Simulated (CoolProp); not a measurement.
A single-stage vapour-compression cycle with R22: evaporating at 227.15 K (dew point), condensing at 291.15 K (bubble point), superheat 2 K, subcooling 8 K, compressor efficiency 0.75, no pressure losses. Each further row changes one setting.

Model: reference Helmholtz-energy equation of state, Kamei 1995, in CoolProp.

```tsv
case	cooling COP	pressure ratio	discharge temperature (K)	refrigerating effect (kJ/kg)	volumetric capacity (kJ/m³)
as stated	2.14	10.9	363.8	175	644
evaporating temperature 232.15 K	2.43	8.57	355.8	177	818
condensing temperature 286.15 K	2.38	9.43	354.9	181	666
subcooling 13 K	2.22	10.9	363.8	181	666
superheat 12 K	2.12	10.9	376.2	181	636
compressor efficiency 0.65	1.86	10.9	379.8	175	644
```
